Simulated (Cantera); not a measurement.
A freely propagating, adiabatic, planar premixed flame of 46.5 % H₂, 9.30 % O₂, 44.2 % N₂, unburnt at 350 K and 1.00 bar; mixture-averaged transport, grid criteria slope 0.08 and curve 0.16, no radiation.

Cantera simulation using the H2/O2 subset of GRI-Mech 3.0, which has no nitrogen chemistry; the numbers are that mechanism's predictions, not measurements. Burning velocities carry a grid error of a few per cent, more on coarse grids.

**Question.** Predict: laminar burning velocity; thermal thickness; peak x(HO₂); peak x(H₂O₂); peak x(OH).

**Answer.** 
```
Quantity                     Value
------------------------  --------
laminar burning velocity  269 cm/s
thermal thickness         0.384 mm
peak x(HO₂)               0.000361
peak x(H₂O₂)               6.12e-5
peak x(OH)                 0.00106
```
